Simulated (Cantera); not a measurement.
A perfectly stirred reactor is fed with 2.18 % C₃H₈, 20.5 % O₂, 77.3 % N₂, equivalence ratio 0.53, at 5250 Torr; it is adiabatic with a 775 K inlet, and is followed from long to short residence time, starting on the burning branch (τ in s: 0.2, 0.079, 0.031, 0.012, 0.0049, 0.002, 0.00078, 0.00031, 0.00012, 4.8e-05, 1.9e-05, 7.6e-06).

Cantera simulation using GRI-Mech 3.0 (53 species, 325 reactions); the numbers are that mechanism's predictions, not measurements. GRI-Mech 3.0 was tuned for natural gas; its chemistry of propane as a main component is partial and can be far from experiment.

Problem. Predict: blow-out, bracketed by the residence times tried; x(C₃H₈) at τ = 0.200 s; x(O₂) at τ = 0.200 s; x(H₂O) at τ = 0.200 s; x(HO₂) at τ = 0.200 s; x(CH₂) at τ = 0.200 s; x(C₃H₈) at τ = 0.780 ms; x(O₂) at τ = 0.780 ms; x(H₂O) at τ = 0.780 ms; x(HO₂) at τ = 0.780 ms; x(CH₂) at τ = 0.780 ms.

Solution. 
```
Item                                                                           Value
------------------------------------------------  ----------------------------------
blow-out, bracketed by the residence times tried  burning at 48.0 µs, out at 19.0 µs
x(C₃H₈) at τ = 0.200 s                                                       6.72e-8
x(O₂) at τ = 0.200 s                                                          0.0940
x(H₂O) at τ = 0.200 s                                                         0.0848
x(HO₂) at τ = 0.200 s                                                        2.00e-6
x(CH₂) at τ = 0.200 s                                                        1.65e-9
x(C₃H₈) at τ = 0.780 ms                                                      7.72e-6
x(O₂) at τ = 0.780 ms                                                         0.0949
x(H₂O) at τ = 0.780 ms                                                        0.0836
x(HO₂) at τ = 0.780 ms                                                       1.20e-5
x(CH₂) at τ = 0.780 ms                                                       2.87e-7
```
